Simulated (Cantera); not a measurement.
Feed: 1 mol SiH2Cl2, 2.3 mol NO, 120 mol N2, equilibrated at 1350 K and 0.133 bar.

Method: chemical equilibrium by Gibbs-energy minimisation in Cantera with the NASA 1993 tables (ideal gas, pure condensed phases). Candidate condensed phases: H2O, NH4Cl, Si, SiO2, Si2N2O, Si3N4; 47 gas species. The tables hold silica as quartz up to 1696 K and as liquid above; real silica turns to tridymite and cristobalite and melts near 1996 K. Rates play no part.

Base state: N2 0.982, HCl 0.0150, O2 0.000895, Cl 0.000770, H2O 0.000602, Cl2 0.000217, NO 3.95e-5 (mole fractions); condensed: SiO2(β-quartz).

### Question
What changes in the equilibrium state with this change: temperature from 1350 K to 723 K?

### Answer
| species | before | after |
|---|---|---|
| N2 | 0.982 | 0.984 |
| HCl | 0.0150 | 0.0122 |
| H2O | 0.000602 | 0.00201 |
| Cl2 | 0.000217 | 0.00201 |
| Cl | 0.000770 | 1.59e-7 |
| NO | 3.95e-5 | 1.65e-8 |
| O2 | 0.000895 | 0.000213 |
| SiO2(β-quartz), mol | 1.00 | 0 |
| SiO2(α-quartz), mol | 0 | 1.00 |

### Question
What changes in the equilibrium state with this change: N2 from 120 to 11 mol?

### Answer
| species | before | after |
|---|---|---|
| N2 | 0.982 | 0.851 |
| HCl | 0.0150 | 0.128 |
| O2 | 0.000895 | 0.00737 |
| Cl2 | 0.000217 | 0.00442 |
| H2O | 0.000602 | 0.00615 |
| Cl | 0.000770 | 0.00347 |
| NO | 3.95e-5 | 0.000105 |
| SiO2(β-quartz), mol | 1.00 | 1.00 |
